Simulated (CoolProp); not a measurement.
Vapour-liquid equilibrium of n-butane (1) + cyclohexane (2) at 34.95 °C; x and y are mole fractions of (1).

Model: multi-fluid Helmholtz-energy mixture model, Bücker 2006 and Zhou 2014; pair parameters Bell 2016, in CoolProp.

Give the bubble pressure and the first vapour's composition at x = 0.2, 0.8, 0.95. Is there an azeotrope?

x = 0.2: 0.07206 MPa, y = 0.775; x = 0.8: 0.2645 MPa, y = 0.983; x = 0.95: 0.3114 MPa, y = 0.996. No azeotrope shows between x = 0.05 and 0.95.

The pair parameters rest on a limited set of measurements; away from them the model extrapolates.
